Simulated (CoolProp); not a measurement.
Properties of carbon dioxide along the isobar 534 kPa (Tc = 304.1 K, pc = 7377 kPa, ω = 0.224).

Computed with CoolProp (reference Helmholtz-energy equation of state, Span 1996).

| T (K) | phase | density (kg/m³) | Joule-Thomson coefficient (K/MPa) | isothermal compressibility (1/MPa) | Prandtl number | fugacity coefficient |
|---|---|---|---|---|---|---|
| 277.7 | gas | 10.54 | 13.17 | ? | ? | 0.9667 |
| 292.6 | gas | 9.946 | ? | 1.929 | ? | 0.9719 |
| 307.5 | gas | 9.421 | 10.12 | 1.920 | 0.777 | 0.9762 |
| 322.4 | gas | 8.952 | 8.982 | 1.913 | 0.772 | 0.9796 |
| 337.3 | gas | 8.531 | 8.025 | 1.907 | 0.767 | 0.9825 |
| 352.2 | gas | 8.150 | 7.214 | 1.902 | 0.763 | 0.9849 |
| 367.1 | gas | 7.803 | 6.520 | 1.898 | 0.760 | 0.9869 |
| 382 | gas | 7.485 | ? | 1.894 | ? | 0.9886 |
| 396.9 | gas | 7.193 | 5.401 | 1.892 | 0.754 | 0.9901 |
| 411.8 | gas | 6.924 | ? | 1.889 | 0.752 | 0.9913 |
| 426.7 | gas | 6.675 | 4.544 | 1.887 | 0.749 | 0.9924 |
| 441.6 | gas | 6.443 | 4.189 | 1.885 | 0.747 | 0.9934 |

### Question
Some entries are withheld; supply them.

### Answer

- 277.7, isothermal compressibility (1/MPa): 1.941
- 277.7, Prandtl number: 0.794
- 292.6, Joule-Thomson coefficient (K/MPa): 11.50
- 292.6, Prandtl number: 0.785
- 382, Joule-Thomson coefficient (K/MPa): 5.922
- 382, Prandtl number: 0.757
- 411.8, Joule-Thomson coefficient (K/MPa): 4.946

Viscosity comes from a separate model (Laesecke 2017). Thermal conductivity comes from a separate model (Huber 2016).
